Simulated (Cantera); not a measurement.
An isothermal plug-flow reactor at 800 K and 1.01 bar (inlet), inlet velocity 2.8 m/s, active area per volume 600 1/m; feed 0.427 % CO, 13.1 % O₂, 86.4 % N₂, equivalence ratio 0.016.

Model: Deutschmann's 1995 Pt surface mechanism with GRI-Mech 3.0 gas chemistry, integrated in Cantera. Catalytic surfaces can have several steady states; this one follows from the mechanism file's or the stated starting coverage. Mass transfer to the wall is taken as infinitely fast.

### Question
Predict: x(CO) at z = 0.01 m; x(O₂) at z = 0.01 m; x(CO₂) at z = 0.01 m; θ(free Pt) at the exit; θ(O*) at the exit.

### Answer
| Property | Result |
|---|---|
| x(CO) at z = 0.01 m | 0.00148 |
| x(O₂) at z = 0.01 m | 0.130 |
| x(CO₂) at z = 0.01 m | 0.00280 |
| θ(free Pt) at the exit | 0.0360 |
| θ(O*) at the exit | 0.964 |
